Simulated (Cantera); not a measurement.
## Pyrogenic steam for wet oxidation

An isothermal, constant-pressure homogeneous reactor starts with H₂ : O₂ : N₂ = 0.89 : 1 : 9.2 (molar parts), at 950 K and 0.410 bar.

Computed with Cantera and the H2/O2 subset of GRI-Mech 3.0, which has no nitrogen chemistry. The temperature is held fixed by assumption; the heat of reaction is taken as removed at once.

```tsv
t (s)	x H₂	x O₂	x H	x H₂O	x OH	x O
2.00e-6	0.0803	0.0902	<1e-12	<1e-12	<1e-12	<1e-12
5.92e-6	0.0803	0.0902	2.88e-12	<1e-12	<1e-12	<1e-12
1.75e-5	0.0803	0.0902	8.33e-12	1.10e-12	<1e-12	<1e-12
5.20e-5	0.0803	0.0902	2.77e-11	1.44e-11	1.44e-12	4.42e-12
0.000154	0.0803	0.0902	1.60e-10	2.28e-10	9.22e-12	3.06e-11
0.000456	0.0803	0.0902	6.39e-9	1.44e-8	3.76e-10	1.26e-9
0.00135	0.0788	0.0895	0.000408	0.00123	3.79e-5	7.64e-5
0.00400	0.00440	0.0542	3.83e-5	0.0790	3.90e-5	4.43e-5
0.0118	0.00235	0.0532	2.63e-6	0.0811	5.09e-6	5.44e-6
0.0351	0.00176	0.0530	5.00e-7	0.0818	1.26e-6	1.28e-6
0.104	0.00114	0.0527	2.39e-7	0.0824	9.03e-7	7.68e-7
0.308	0.000490	0.0524	6.75e-8	0.0831	5.74e-7	3.32e-7
0.912	0.000124	0.0522	8.51e-9	0.0835	2.79e-7	6.79e-8
2.70	2.57e-5	0.0521	5.98e-10	0.0836	9.33e-8	6.19e-9
8.00	5.81e-6	0.0521	4.65e-11	0.0836	3.11e-8	5.21e-10
```
x: mole fraction; the columns are a selection and need not sum to one.

Equilibrium at this temperature and pressure: H₂ 1.05e-11, O₂ 0.0521, H <1e-12, H₂O 0.0836, OH 3.33e-8, O 1.14e-11 (gas phase only).
